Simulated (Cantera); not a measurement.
# Thermodynamics of roasting and sulfation, feed FeS + SO₃ + O₂ + SO₂

Input: 1 mol FeS, 3.4 mol SO₃, 3.9 mol O₂, 4 mol SO₂, held at 750 K and 1350 Torr.

These are equilibrium values from Cantera (NASA tables, ideal gas, pure condensed phases), not measurements of a reactor. Candidate condensed phases: Fe, FeO, FeS, FeSO₄, FeS₂, Fe₂O₃, Fe₂(SO₄)₃, Fe₃O₄, S; 12 gas species. Equilibrium is a limit: real reactors are often held back by kinetics, nucleation or transport.

```json
{
 "x(SO₃)": "0.886",
 "x(SO₂)": "0.110",
 "x(O₂)": "0.00426",
 "n(Fe₂(SO₄)₃(s))": "0.500 mol",
 "gas_amount": "6.929 mol",
 "log10 activity of FeSO₄(s) (absent)": "-3.39",
 "log10 activity of S(l) (absent)": "-19.40",
 "log10 activity of Fe(α) (absent)": "-26.06"
}
```
